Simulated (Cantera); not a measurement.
**Thermodynamics of calcination and drying, feed Ca(OH)₂ + H₂**

Feed: 1 mol Ca(OH)₂, 0.036 mol H₂, held at 0.360 bar.

Equilibrium computed with Cantera from the NASA thermochemical tables; the gas is ideal and each condensed phase is pure. Candidate condensed phases: Ca, CaO, Ca(OH)₂, H₂O; 14 gas species. The numbers say what is thermodynamically allowed, not how fast it happens.

```csv
T (°C),log p H₂,log p H₂O,log p H,n CaO(s),n Ca(OH)₂(s)
325,-0.45,-2.20,<-12,0.000644,0.999
375,-0.48,-1.50,<-12,0.00344,0.997
425,-0.62,-0.91,<-12,0.0185,0.981
475,-1.90,-0.46,<-12,1.00,0
525,-1.90,-0.46,<-12,1.00,0
575,-1.90,-0.46,-11.67,1.00,0
625,-1.90,-0.46,-10.91,1.00,0
675,-1.90,-0.46,-10.23,1.00,0
725,-1.90,-0.46,-9.62,1.00,0
775,-1.90,-0.46,-9.06,1.00,0
```
log p: log10 of the partial pressure in bar; n: condensed amount in mol.

From 325 °C to 425 °C the condensed part is CaO(s) + Ca(OH)₂(s). From 475 °C to 775 °C the condensed part is CaO(s).
